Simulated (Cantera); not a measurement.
Input: 1 mol V₂O₃, 12 mol H₂, held at 1975 K and 0.120 bar.

Equilibrium computed with Cantera from the NASA thermochemical tables; the gas is ideal and each condensed phase is pure. Candidate condensed phases: H₂O, V, VO, V₂O₃, V₂O₄, V₂O₅; 12 gas species. Mutual solubility and eutectic melting of coexisting phases are not modelled. VO: taken at fixed stoichiometry. Condensed phases not in the tables: the oxides between V₂O₃ and V₂O₅ other than VO₂. Kinetics and transport are ignored.

Base state: H₂ 0.970, H₂O 0.0262, H 0.00389, VO₂ 7.43e-5, VO 1.09e-5, OH 1.00e-5 (mole fractions); condensed: VO(s) + V₂O₃(s).

Question: What changes in the equilibrium state with this change: temperature from 1975 K to 850 K?

Answer: 
```tsv
species	before	after
H₂	0.970	1.000
H₂O	0.0262	5.75e-6
H	0.00389	<1e-9
VO₂	7.43e-5	<1e-9
VO	1.09e-5	<1e-9
OH	1.00e-5	<1e-9
VO(s), mol	0.632	0
V₂O₃(s), mol	0.684	1.000
```
